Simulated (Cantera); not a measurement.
An isothermal, constant-pressure homogeneous reactor starts with 6.25 % NH₃, 93.8 % H₂, at 1725 K and 24.0 Torr.

Detailed kinetics in Cantera: the gas-phase N/H chemistry of the illustrative SiF4/NH3 mechanism in the Surface Chemkin manual (1991). Walls and surfaces, which speed up NH3 decomposition in real reactors, are not modelled.

One state of this run: x NH₃ = 0.0446; x H₂ = 0.947; x N₂ = 0.00841; x N₂H₂ = 4.56e-8; x N₂H₄ = 3.50e-10. x: mole fraction; the columns are a selection and need not sum to one.

Problem. Which value of t (s) does it belong to?
(A) 0.0658
(B) 0.182
(C) 0.00854
(D) 10.8

Solution. D, 10.8
